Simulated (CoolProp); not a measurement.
Computed with CoolProp (reference Helmholtz-energy equation of state, Thol 2016).

For R1234ze(E), give the phase and the speed of sound (m/s), conductivity (mW/(m K)) at 146.85 °C and 1.65 MPa.


- 146.85 °C and 1.65 MPa: gas; speed of sound 163, conductivity 24.9

Thermal conductivity comes from a separate model (Perkins 2011).
